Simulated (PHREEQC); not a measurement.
A solution holds 0.0057 mol HF, 0.00051 mol (CH3)4NF and 0.0091 mol H2SiF6 per kg of water, at 20 °C. Closed to the air; pH follows from the charge balance.

Equilibrium calculation in PHREEQC: ion-association model, phreeqc.dat.

```tsv
quantity	before	after
pH	1.80	1.83
ionic strength (mol/kgw)	0.0275	0.0259
HF (mol/kgw)	0.00620	0.00932
F- (mol/kgw)	0.000340	0.000343
HF2- (mol/kgw)	7.74e-6	1.37e-5
```

Problem. Which change was made?
A) 0.0042 mol/kgw H2SO4 added
B) H2SiF6 replaced by LiF at the same molality
C) temperature from 20 to 45 °C
D) 0.00028 mol/kgw K2SO4 added

Solution. C, temperature from 20 to 45 °C

No solid was allowed to form. Some of these states are supersaturated (in Quartz (slow to form), Chalcedony (slow to form), for instance). (CH3)4N+ isn't in the database: it is added as a free cation with an ion size of 4 Å. At this temperature some constants are extrapolated from 25 °C, and those without enthalpy data are left unchanged. SiF6-2 is the database's only silicon fluoride.
